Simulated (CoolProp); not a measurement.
Vapour-liquid equilibrium of ethanol (1) + n-nonane (2) at 411.4 K; x and y are mole fractions of (1).

Computed with CoolProp (multi-fluid Helmholtz-energy mixture model, Schroeder 2014 and Lemmon 2006; pair parameters Bell 2016).

Task: Give the bubble pressure and the first vapour's composition at x = 0.125, 0.725, 0.95. Is there an azeotrope?

Result: x = 0.125: 0.3159 MPa, y = 0.775; x = 0.725: 0.6294 MPa, y = 0.916; x = 0.95: 0.7032 MPa, y = 0.975. No azeotrope shows between x = 0.05 and 0.95.

The pair parameters rest on a limited set of measurements; away from them the model extrapolates. With so large a gap from Raoult's law the liquid may split in two, which this calculation doesn't test in full.
